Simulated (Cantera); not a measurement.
An isothermal, constant-pressure homogeneous reactor starts with C₂H₆ : N₂ = 1 : 33 (molar parts), at 1250 K and 0.132 atm. Integrator tolerance rtol = 1e-08.

Model: GRI-Mech 3.0 (53 species, 325 reactions), integrated in Cantera. GRI-Mech 3.0 stops at C3 and has no aromatics, soot or wall deposition, so with more carbon than oxygen in the feed, carbon stays in small species such as C2H2 where larger ones or solid carbon would form.

Question: What does this change do: temperature 1250 to 1925 K?

Answer: 
```csv
quantity,before,after
x(C₂H₆) at 100 s,4.86e-7 (gas-phase equilibrium 1.98e-7),5.30e-12 (gas-phase equilibrium 2.05e-12)
x(H₂) at 100 s,0.0479 (gas-phase equilibrium 0.0507),0.0552 (gas-phase equilibrium 0.0552)
x(CH₂) at 100 s,1.90e-12 (gas-phase equilibrium 1.18e-12),1.21e-8 (gas-phase equilibrium 9.37e-9)
x(H) at 100 s,2.92e-7 (gas-phase equilibrium 3.00e-7),0.000620 (gas-phase equilibrium 0.000620)
x(CH₄) at 100 s,0.00472 (gas-phase equilibrium 0.00311),3.93e-6 (gas-phase equilibrium 3.03e-6)
x(C₂H₄) at 100 s,0.000895 (gas-phase equilibrium 0.000343),2.09e-6 (gas-phase equilibrium 3.97e-7)
x(C₂H₂) at 100 s,0.0247 (gas-phase equilibrium 0.00892),0.0274 (gas-phase equilibrium 0.00521)
```

Question: What does this change do: pressure from 0.132 atm to 0.00444 atm?

Answer: 
```
quantity                                             before                                      after
----------------  -----------------------------------------  -----------------------------------------
x(C₂H₆) at 100 s    4.86e-7 (gas-phase equilibrium 1.98e-7)   1.42e-7 (gas-phase equilibrium 2.96e-10)
x(H₂) at 100 s        0.0479 (gas-phase equilibrium 0.0507)      0.0427 (gas-phase equilibrium 0.0554)
x(CH₂) at 100 s   1.90e-12 (gas-phase equilibrium 1.18e-12)  1.38e-11 (gas-phase equilibrium 1.29e-12)
x(H) at 100 s       2.92e-7 (gas-phase equilibrium 3.00e-7)    5.52e-7 (gas-phase equilibrium 1.71e-6)
x(CH₄) at 100 s     0.00472 (gas-phase equilibrium 0.00311)   0.00773 (gas-phase equilibrium 0.000126)
x(C₂H₄) at 100 s  0.000895 (gas-phase equilibrium 0.000343)    0.00174 (gas-phase equilibrium 1.39e-5)
x(C₂H₂) at 100 s     0.0247 (gas-phase equilibrium 0.00892)     0.0224 (gas-phase equilibrium 0.00984)
```
Radical loss at walls, strong at low pressure, is not modelled.

Question: What does this change do: N2 33 to 26 parts?

Answer: 
```csv
quantity,before,after
x(C₂H₆) at 100 s,4.86e-7 (gas-phase equilibrium 1.98e-7),8.39e-7 (gas-phase equilibrium 3.94e-7)
x(H₂) at 100 s,0.0479 (gas-phase equilibrium 0.0507),0.0589 (gas-phase equilibrium 0.0615)
x(CH₂) at 100 s,1.90e-12 (gas-phase equilibrium 1.18e-12),2.29e-12 (gas-phase equilibrium 1.51e-12)
x(H) at 100 s,2.92e-7 (gas-phase equilibrium 3.00e-7),3.47e-7 (gas-phase equilibrium 3.31e-7)
x(CH₄) at 100 s,0.00472 (gas-phase equilibrium 0.00311),0.00614 (gas-phase equilibrium 0.00484)
x(C₂H₄) at 100 s,0.000895 (gas-phase equilibrium 0.000343),0.00135 (gas-phase equilibrium 0.000563)
x(C₂H₂) at 100 s,0.0247 (gas-phase equilibrium 0.00892),0.0303 (gas-phase equilibrium 0.0121)
```
